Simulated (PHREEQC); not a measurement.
0.035 g of hydrous ferric oxide (600 m²/g; 0.2 weak and 0.005 strong sites per Fe, Dzombak-Morel constants, diffuse double layer) in 1 kg of water with 0.01 mol/kgw of an inert sodium salt and 5e-05 mol NaH2PO4, 0.0002 mol ZnSO4 and 2.3e-05 mol CaCl2, at 25 °C; the pH is set by adding NaOH or the inert anion's acid. Oxygen is held at 0.21 atm. The system is closed to CO2. No solid was allowed to form.

Equilibrium calculation in PHREEQC: ion-association model, wateq4f.dat.

Task: Predict P sorbed (%), Zn sorbed (%), surface charge σ (C/m²) at pH = 4, 6, 7, 10, 11.

Result: 
```json
[
 {"pH": "4", "P sorbed (%)": "95.6", "Zn sorbed (%)": "0.0", "surface charge σ (C/m²)": "0.031"},
 {"pH": "6", "P sorbed (%)": "85.6", "Zn sorbed (%)": "2.0", "surface charge σ (C/m²)": "0.005"},
 {"pH": "7", "P sorbed (%)": "70.3", "Zn sorbed (%)": "17.7", "surface charge σ (C/m²)": "0.002"},
 {"pH": "10", "P sorbed (%)": "18.9", "Zn sorbed (%)": "21.5", "surface charge σ (C/m²)": "-0.001"},
 {"pH": "11", "P sorbed (%)": "0.5", "Zn sorbed (%)": "13.9", "surface charge σ (C/m²)": "-0.017"}
]
```

Along this series the solution becomes supersaturated in solids that the run did not let form, among them Hydroxyapatite, Zn(OH)2-a, Zn4(OH)6SO4, Zn3(PO4)2:4w. Complexes and solids missing from the database can't appear. H3PO4, which wateq4f.dat lacks, is added to it with the constant of phreeqc.dat. The database has no phosphate complexes of Zn. The oxide is taken as insoluble; below pH 4 it would dissolve.
